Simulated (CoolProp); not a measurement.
The numbers come from the reference Helmholtz-energy equation of state, Span 2003 in CoolProp. It is a short technical equation, of lower accuracy than the large ones.

Task: For n-heptane, give the phase and the density (kg/m³), cv (kJ/(kg K)), expansivity (1/kK), viscosity (µPa s) at 326.85 °C and 5.94 bar; 326.85 °C and 17.8 bar; 326.85 °C and 20.8 bar.

Result: 
- 326.85 °C and 5.94 bar: gas; density 12.6, cv 2.80, expansivity 2.03, viscosity 12.0
- 326.85 °C and 17.8 bar: gas; density 43.1, cv 2.84, expansivity 3.25, viscosity 13.4
- 326.85 °C and 20.8 bar: gas; density 52.5, cv 2.85, expansivity 3.73, viscosity 14.0

Viscosity comes from a separate model (Michailidou 2014).
